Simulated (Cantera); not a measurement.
Ignition delay

Mixture: CH₄ : O₂ : N₂ : H₂O = 1 : 2.78 : 10.4 : 2.2 (molar parts), at 760 Torr, adiabatic and at constant pressure. Ignition delay is the time to a rise of 400 K.

Computed with Cantera and GRI-Mech 3.0 (53 species, 325 reactions).

```csv
T0 (K),delay (ms)
1050,447
1125,144
1200,50.0
1275,18.6
1350,7.29
1425,3.02
1500,1.33
```

The apparent activation energy between 1350 and 1500 K comes out as 190 kJ/mol.
